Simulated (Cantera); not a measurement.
## Silicon etching in halogen gases: Si + HBr + N2

Charge: 1 mol Si, 2.9 mol HBr, a varied amount of N2, at 13.3 mbar.

These are equilibrium values from Cantera (NASA tables, ideal gas, pure condensed phases), not measurements of a reactor. Candidate condensed phases: Br2, Si, Si3N4; 28 gas species. N2 is the only nitrogen source here; it is nearly inert below about 1500 K, so the nitride shown seldom forms there in practice. The tables' values for SiBr3 are old estimates. Rates play no part.

Stable condensed phases:

```
T in K \ n(N2) in mol
         0.36    1  1.7  2.3  2.9  3.6  4.2  4.9  5.5
   1773     A    A    A    A    A    A    B    B    B
   1723     A    A    B    B    B    B    B    B    B
   1673     A    B    B    B    B    B    B    B    B
   1623     B    B    B    B    B    B    B    B    B
   1573     B    B    B    B    B    B    B    B    B
   1523     B    B    B    B    B    B    B    B    B
   1473     B    B    B    B    B    B    B    B    B
   1423     B    B    B    B    B    B    B    B    B
   1373     B    B    B    B    B    B    B    B    B
   1323     B    B    B    B    B    B    B    B    B
   1273     B    B    B    B    B    B    B    B    B
```

A: gas only; B: Si3N4.
